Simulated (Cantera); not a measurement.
Nitride etching: Si₃N₄ + HCl + H₂

Input: 1 mol Si₃N₄, 3.5 mol HCl, 0.46 mol H₂, at 848 K and 2.20 mbar.

Method: chemical equilibrium by Gibbs-energy minimisation in Cantera with the NASA 1993 tables (ideal gas, pure condensed phases). Candidate condensed phases: NH₄Cl, Si, Si₃N₄; 28 gas species. The numbers say what is thermodynamically allowed, not how fast it happens.

```
Quantity                             Result
--------------------------------  ---------
x(HCl)                                0.436
x(H₂)                                 0.362
x(SiCl₄)                              0.121
x(N₂)                                0.0806
x(SiHCl₃)                          0.000163
x(SiCl₃)                            9.94e-6
n(Si₃N₄(s))                       0.847 mol
gas amount                        3.807 mol
log10 activity of Si(s) (absent)      -7.02
```
